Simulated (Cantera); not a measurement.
A closed system holds: 1 mol CH3F, 0.057 mol F2, 7.2 mol H2, held at 1875 K and 10000 Pa.

These are equilibrium values from Cantera (NASA tables, ideal gas, pure condensed phases), not measurements of a reactor. Candidate condensed phases: C, C6H6, C7H8, C8H18; 95 gas species. The numbers say what is thermodynamically allowed, not how fast it happens.

### Question
What is the equilibrium state?

### Answer
```json
{
  "x(H2)": "0.878",
  "x(HF)": "0.120",
  "x(H)": "0.00194",
  "x(C2H2 (acetylene))": "0.000278",
  "x(CH4)": "4.67e-5",
  "x(CH3)": "2.07e-6",
  "n(C(graphite))": "0.994 mol",
  "gas_amount": "9.266 mol"
}
```
